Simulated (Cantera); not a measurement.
**Hydrocarbon pyrolysis for carbon deposition**

An isothermal, constant-pressure homogeneous reactor starts with C2H4 : H2 = 1 : 18 (molar parts), at 1850 K and 7.13 Torr.

Model: GRI-Mech 3.0 (53 species, 325 reactions), integrated in Cantera. GRI-Mech 3.0 was tuned for natural gas; its chemistry of ethylene as a main component is partial and can be far from experiment. GRI-Mech 3.0 stops at C3 and has no aromatics, soot or wall deposition, so with more carbon than oxygen in the feed, carbon stays in small species such as C2H2 where larger ones or solid carbon would form. Radical loss at walls, strong at low pressure, is not modelled.

```
t (s)      x C2H4   x H2    x C2H6     x CH3       x H     x C2H    x C2H2
--------  -------  -----  --------  --------  --------  --------  --------
3.00e-5    0.0525  0.947  7.17e-10  6.44e-11   4.57e-7    <1e-12  0.000124
0.000114   0.0521  0.947   4.13e-9   1.07e-9   1.85e-6  9.95e-12  0.000470
0.000431   0.0508  0.947   1.12e-8   5.15e-9   7.12e-6  1.43e-10   0.00177
0.00164    0.0458  0.948   1.51e-8   1.05e-8   2.65e-5   1.96e-9   0.00653
0.00621    0.0297  0.948   1.46e-8   1.92e-8   8.61e-5   2.12e-8    0.0218
0.0235    0.00432  0.950   3.29e-9   2.80e-8  0.000196   1.02e-7    0.0459
0.0892    1.66e-5  0.949  2.35e-11   7.96e-8  0.000581   3.28e-7    0.0500
0.338     1.04e-5  0.948  2.48e-11   2.83e-7   0.00198   1.12e-6    0.0499
1.28      7.76e-6  0.945  1.91e-11   1.06e-6   0.00472   2.68e-6    0.0499
4.87      7.42e-6  0.945  2.44e-11   3.48e-6   0.00541   3.07e-6    0.0498
18.5      7.42e-6  0.945  5.71e-11   8.08e-6   0.00541   3.07e-6    0.0498
70.0      7.42e-6  0.945  6.67e-11   8.99e-6   0.00541   3.07e-6    0.0498
```
x: mole fraction; the columns are a selection and need not sum to one.

Equilibrium at this temperature and pressure: C2H4 7.42e-6, H2 0.945, C2H6 6.68e-11, CH3 8.99e-6, H 0.00541, C2H 3.07e-6, C2H2 0.0498 (gas phase only).
